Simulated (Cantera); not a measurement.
## Thermodynamics of silicon epitaxy and polysilicon growth, feed Si2Cl6 + Cl2 + N2

Input: 1 mol Si2Cl6, 0.043 mol Cl2, 37 mol N2, held at 1327 °C and 0.00310 bar.

These are equilibrium values from Cantera (NASA tables, ideal gas, pure condensed phases), not measurements of a reactor. Candidate condensed phases: Si, Si3N4; 13 gas species. The feed counts by its element totals alone. The tables' values for SiCl3 are old estimates; treat these amounts as uncertain. Kinetics and transport are ignored.

```yaml
x(N2): 0.943
x(SiCl2): 0.0212
x(SiCl4): 0.0175
x(SiCl3): 0.0123
x(Cl): 0.00588
x(Cl2): 8.89e-6
gas_amount: 39.23 mol
log10 activity of Si(s) (absent): -3.97
```
